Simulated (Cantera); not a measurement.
An adiabatic, constant-volume homogeneous reactor starts with H₂ : O₂ : N₂ = 1 : 0.694 : 2.61 (molar parts), equivalence ratio 0.72, at 1500 K and 240000 Pa. Integrator tolerance rtol = 1e-08.

Computed with Cantera and the H2/O2 subset of GRI-Mech 3.0, which has no nitrogen chemistry. The hydrogen kinetics of GRI-Mech 3.0 are dated; newer H2 mechanisms differ, most at raised pressure.

Q: What does this change do: constant pressure in place of constant volume?

A: 
| quantity | before | after |
|---|---|---|
| time of steepest temperature rise | 5.57 µs | 5.64 µs |
| temperature at 1.00 s | 2972 K | 2805 K |
| equilibrium temperature | 2972 K | 2805 K |
| x(H₂) at 1.00 s | 0.0193 (gas-phase equilibrium 0.0193) | 0.0148 (gas-phase equilibrium 0.0148) |
| x(O₂) at 1.00 s | 0.0474 (gas-phase equilibrium 0.0474) | 0.0479 (gas-phase equilibrium 0.0479) |
| x(O) at 1.00 s | 0.0108 (gas-phase equilibrium 0.0108) | 0.00785 (gas-phase equilibrium 0.00785) |
| x(H) at 1.00 s | 0.00972 (gas-phase equilibrium 0.00972) | 0.00657 (gas-phase equilibrium 0.00657) |
| x(HO₂) at 1.00 s | 2.77e-5 (gas-phase equilibrium 2.77e-5) | 1.78e-5 (gas-phase equilibrium 1.78e-5) |
| x(H₂O) at 1.00 s | 0.213 (gas-phase equilibrium 0.213) | 0.225 (gas-phase equilibrium 0.225) |
